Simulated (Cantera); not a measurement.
Mixture: CO : H₂ : CH₄ : O₂ : N₂ : H₂O = 1 : 0.17 : 1.1 : 2.53 : 7.34 : 1.1 (molar parts), equivalence ratio 1.1, at 140000 Pa, adiabatic and at constant pressure. Ignition delay is the time to a rise of 400 K.

Model: GRI-Mech 3.0 (53 species, 325 reactions), integrated in Cantera.

Predict: delay at 1223 K; delay at 1323 K; delay at 1423 K; delay at 1523 K; apparent activation energy between 1473 and 1573 K.


```json
{
  "delay at 1223 K": "6.76 ms",
  "delay at 1323 K": "2.43 ms",
  "delay at 1423 K": "0.918 ms",
  "delay at 1523 K": "0.380 ms",
  "apparent activation energy between 1473 and 1573 K": "160 kJ/mol"
}
```
